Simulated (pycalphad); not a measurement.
An equivalent pycalphad script:

```python
from pycalphad import Database, equilibrium, calculate, variables as v
import numpy as np
db = Database('COST507.tdb')
comps = ['AL', 'SI', 'VA']
phases = ['DIAMOND_A4', 'FCC_A1', 'LIQUID']
eq = equilibrium(db, comps, phases, {v.X('SI'): 0.581, v.T: np.arange(2350, 499, -40), v.P: 101325, v.N: 1}, output=['HM', 'SM'])
```

All values are pycalphad results on the COST 507 light-alloy database (1999) (1 atm), not direct measurements. These are 1990s assessments: newer ones move some temperatures and phases. Phase fractions are per mole of atoms.

Results at three of the temperatures:

```
T = 2350.00 K, P = 101325 Pa, N = 1 mol of atoms
G = -161735 J/mol, H = 88908 J/mol, S = 106.66 J/(mol K)  (SER reference)
chemical potentials (J/mol): Al -185025, Si -144939
phase             fraction      x(Al)      x(Si)
LIQUID              1.0000     0.4190     0.5810
```

```
T = 2310.00 K, P = 101325 Pa, N = 1 mol of atoms
G = -157478 J/mol, H = 87744 J/mol, S = 106.16 J/(mol K)  (SER reference)
chemical potentials (J/mol): Al -180712, Si -140723
phase             fraction      x(Al)      x(Si)
LIQUID              1.0000     0.4190     0.5810
```

```
T = 1590.00 K, P = 101325 Pa, N = 1 mol of atoms
G = -84716 J/mol, H = 66782 J/mol, S = 95.28 J/(mol K)  (SER reference)
chemical potentials (J/mol): Al -107282, Si -68442
phase             fraction      x(Al)      x(Si)
LIQUID              1.0000     0.4190     0.5810
```

Changes of the phase set, refined by bisection:

```tsv
T (K)	phases above	phases below
1414.4	LIQUID	DIAMOND_A4 + LIQUID
850.1	DIAMOND_A4 + LIQUID	DIAMOND_A4 + FCC_A1
```

FCC_A1 is fcc; DIAMOND_A4 is diamond (Si).
